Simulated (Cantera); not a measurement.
**Equilibrium for abatement and gas-phase synthesis: NH3 + H2 + O2**

Feed: 1 mol NH3, 2.8 mol H2, 0.22 mol O2, at 110000 Pa.

Equilibrium computed with Cantera from the NASA thermochemical tables; the gas is ideal and each condensed phase is pure. Candidate condensed phases: H2O; 24 gas species. Kinetics and transport are ignored.

```json
[
 {"T (°C)": "252", "x H2": "0.776", "x N2": "0.0883", "x H2O": "0.0953", "x NH3": "0.0400", "x H": "<1e-12", "x OH": "<1e-12"},
 {"T (°C)": "402", "x H2": "0.802", "x N2": "0.103", "x H2O": "0.0920", "x NH3": "0.00332", "x H": "<1e-12", "x OH": "<1e-12"},
 {"T (°C)": "552", "x H2": "0.804", "x N2": "0.104", "x H2O": "0.0917", "x NH3": "0.000598", "x H": "6.78e-12", "x OH": "<1e-12"},
 {"T (°C)": "702", "x H2": "0.804", "x N2": "0.104", "x H2O": "0.0917", "x NH3": "0.000177", "x H": "9.78e-10", "x OH": "<1e-12"},
 {"T (°C)": "852", "x H2": "0.804", "x N2": "0.104", "x H2O": "0.0917", "x NH3": "7.10e-5", "x H": "3.80e-8", "x OH": "2.26e-11"},
 {"T (°C)": "1002", "x H2": "0.804", "x N2": "0.104", "x H2O": "0.0917", "x NH3": "3.52e-5", "x H": "6.30e-7", "x OH": "8.36e-10"},
 {"T (°C)": "1152", "x H2": "0.804", "x N2": "0.104", "x H2O": "0.0917", "x NH3": "2.01e-5", "x H": "5.83e-6", "x OH": "1.45e-8"},
 {"T (°C)": "1302", "x H2": "0.804", "x N2": "0.104", "x H2O": "0.0917", "x NH3": "1.28e-5", "x H": "3.55e-5", "x OH": "1.47e-7"},
 {"T (°C)": "1452", "x H2": "0.804", "x N2": "0.104", "x H2O": "0.0917", "x NH3": "8.79e-6", "x H": "0.000159", "x OH": "9.97e-7"},
 {"T (°C)": "1602", "x H2": "0.804", "x N2": "0.104", "x H2O": "0.0916", "x NH3": "6.43e-6", "x H": "0.000560", "x OH": "4.98e-6"},
 {"T (°C)": "1752", "x H2": "0.803", "x N2": "0.104", "x H2O": "0.0916", "x NH3": "4.92e-6", "x H": "0.00164", "x OH": "1.96e-5"}
]
```
x: gas mole fraction; nothing condenses.

From 252 °C to 1752 °C nothing is condensed.
